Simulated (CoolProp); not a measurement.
Saturation properties of R1336mzz(Z).

Computed with CoolProp (reference Helmholtz-energy equation of state, McLinden 2020).

| T (K) | p (MPa) | liquid density (kg/m³) | enthalpy of vaporisation (kJ/kg) | liquid cp (kJ/(kg K)) |
|---|---|---|---|---|
| 313.8 | 0.1309 | 1323 | 161.1 | 1.253 |
| 323.7 | 0.1823 | 1296 | 156.2 | 1.275 |
| 333.6 | 0.2480 | 1267 | 151.1 | 1.297 |
| 343.5 | 0.3306 | 1237 | 145.7 | 1.321 |
| 353.4 | 0.4327 | 1206 | 139.9 | 1.347 |
| 363.3 | 0.5572 | 1174 | 133.7 | 1.376 |
| 373.2 | 0.7072 | 1139 | 127.0 | 1.409 |
| 383.1 | 0.8858 | 1101 | 119.7 | 1.449 |
| 393 | 1.097 | 1061 | 111.7 | 1.500 |
| 402.9 | 1.344 | 1015 | 102.6 | 1.569 |
| 412.8 | 1.631 | 963.7 | 92.06 | 1.673 |
| 422.7 | 1.965 | 901.7 | 79.33 | 1.861 |

It boils at 306.6 K under 1 atm.
